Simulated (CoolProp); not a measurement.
Propylene along the isotherm 575 K: Z from the reference equation and from simpler models built on Tc = 364.2 K, pc = 4555 kPa, ω = 0.146; each cubic takes its own stable root.

Values from CoolProp's reference Helmholtz-energy equation of state, Lemmon 2013.

```tsv
p (kPa)	phase	reference	van der Waals	Redlich-Kwong	Soave-Redlich-Kwong	Peng-Robinson
3800	gas	0.9446	0.9242	0.9354	0.9545	0.9379
7590	supercritical	0.8994	0.8522	0.8820	0.9209	0.8920
11400	supercritical	0.8673	0.7997	0.8464	0.9027	0.8648
15200	supercritical	0.8531	0.7877	0.8335	0.9011	0.8564
19000	supercritical	0.8580	0.8150	0.8417	0.9143	0.8638
22800	supercritical	0.8792	0.8657	0.8657	0.9391	0.8830
26600	supercritical	0.9118	0.9279	0.8999	0.9722	0.9104
30400	supercritical	0.9518	0.9960	0.9406	1.011	0.9434
34200	supercritical	0.9967	1.067	0.9853	1.053	0.9802
38000	supercritical	1.045	1.140	1.033	1.098	1.020
41800	supercritical	1.095	1.213	1.081	1.145	1.061
45500	supercritical	1.145	1.285	1.130	1.192	1.102
```
